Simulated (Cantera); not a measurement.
Input: 1 mol trisilylamine, 0.24 mol N2, 3.6 mol H2, equilibrated at 2023 K and 1.00 bar.

Cantera equilibrium calculation (NASA polynomials, part measured and part estimated; ideal gas, pure solids and liquids). Candidate condensed phases: Si, Si3N4; 18 gas species. The feed counts by its element totals alone. Gases not in the tables: Si2H6 and higher silanes. Kinetics and transport are ignored.

Base state: H2 0.914, N2 0.0836, H 0.00182, SiH2 0.000110, Si 5.69e-5, SiH 3.50e-5 (mole fractions); condensed: Si(l).

What changes in the equilibrium state with this change: temperature from 2023 K to 873 K?


```csv
species,before,after
H2,0.914,1.00
N2,0.0836,<1e-9
H,0.00182,<1e-9
SiH2,0.000110,<1e-9
Si,5.69e-5,<1e-9
SiH,3.50e-5,<1e-9
"Si(l), mol",3.00,0
"Si(s), mol",0,1.89
"Si3N4(s), mol",0,0.370
```
